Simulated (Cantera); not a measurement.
A perfectly stirred reactor is fed with CH4 : N2 = 1 : 1.8 (molar parts), at 1.00 atm; it is held at 1750 K, and followed from long to short residence time.

Model: GRI-Mech 3.0 (53 species, 325 reactions), integrated in Cantera. GRI-Mech 3.0 stops at C3 and has no aromatics, soot or wall deposition, so with more carbon than oxygen in the feed, carbon stays in small species such as C2H2 where larger ones or solid carbon would form.

Task: What does this change do: pressure from 1.00 atm to 9.87e-5 atm?

Result: 
| quantity | before | after |
|---|---|---|
| x(CH4) at τ = 1.30 s | 0.0174 | 0.337 |
| x(HCN) at τ = 1.30 s | 2.58e-6 | 1.58e-9 |
| x(H2) at τ = 1.30 s | 0.374 | 0.0171 |
| x(C2H6) at τ = 1.30 s | 4.00e-6 | 3.64e-6 |
| x(C2H) at τ = 1.30 s | 3.18e-7 | 1.92e-8 |
| x(CH4) at τ = 42.0 ms | 0.0875 | 0.357 |
| x(HCN) at τ = 42.0 ms | 3.06e-7 | <1e-12 |
| x(H2) at τ = 42.0 ms | 0.296 | 5.82e-5 |
| x(C2H6) at τ = 42.0 ms | 8.44e-5 | 1.87e-9 |
| x(C2H) at τ = 42.0 ms | 2.32e-7 | <1e-12 |
Radical loss at walls, strong at low pressure, is not modelled.

Task: What does this change do: temperature 1750 to 1300 K?

Result: 
```csv
quantity,before,after
x(CH4) at τ = 1.30 s,0.0174,0.352
x(HCN) at τ = 1.30 s,2.58e-6,<1e-12
x(H2) at τ = 1.30 s,0.374,0.00447
x(C2H6) at τ = 1.30 s,4.00e-6,0.000298
x(C2H) at τ = 1.30 s,3.18e-7,<1e-12
x(CH4) at τ = 42.0 ms,0.0875,0.357
x(HCN) at τ = 42.0 ms,3.06e-7,<1e-12
x(H2) at τ = 42.0 ms,0.296,6.42e-5
x(C2H6) at τ = 42.0 ms,8.44e-5,4.60e-5
x(C2H) at τ = 42.0 ms,2.32e-7,<1e-12
```
